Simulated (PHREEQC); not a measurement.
Dissolve 0.014 mol/kgw MgCl2, 0.00013 mol/kgw Na2HPO4 and 1.7e-06 mol/kgw H4SiO4 at 25 °C. Closed to the air; pH follows from the charge balance.

Equilibrium calculation in PHREEQC: ion-association model, phreeqc.dat.

This is a speciation only: nothing precipitates in the calculation.

Problem. Predict the pH, specific conductance.

Solution. pH 7.57; specific conductance 3030 µS/cm.

Problem. In which forms is P present?

Solution. MgHPO4 61 %, HPO4-2 24 %, MgPO4- 6.4 %, H2PO4- 6.2 %, MgH2PO4+ 1.4 % of the P.

Species that the database lacks are ignored.
